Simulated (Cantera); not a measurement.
Gas mixture: 65.3 % NO, 34.7 % O₂, at 0.0133 bar, frozen composition.

Cantera's kinetic-theory transport with the Lennard-Jones parameters of GRI-Mech 3.0, ideal gas; thermal conductivity in the multicomponent form. The composition is frozen, though it would react at the higher temperatures.

One state of this run: ρ (kg/m³) = 0.00428; cp (J/kg/K) = 1137; μ (µPa s) = 48.9; λ (mW/m/K) = 78.5; Pr = 0.708; D (cm²/s) H = 946; D (cm²/s) NO = 154; D (cm²/s) CO₂ = 123. D: mixture-averaged diffusion coefficient of that species in the mixture.

Which value of T (K) does it belong to?
A. 1000
B. 1150
C. 850
D. 1300

B, 1150
